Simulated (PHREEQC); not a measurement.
Make-up at 20 °C: 0.095 mol/kgw KOH and 0.14 mol/kgw K2CO3. Closed to the air; pH follows from the charge balance.

All values are PHREEQC results (Pitzer model, pitzer.dat), not measurements.

Precipitation was switched off in this run.

Task: What pH, activity of water does the model give?

Result: pH 13.02; activity of water 0.991.
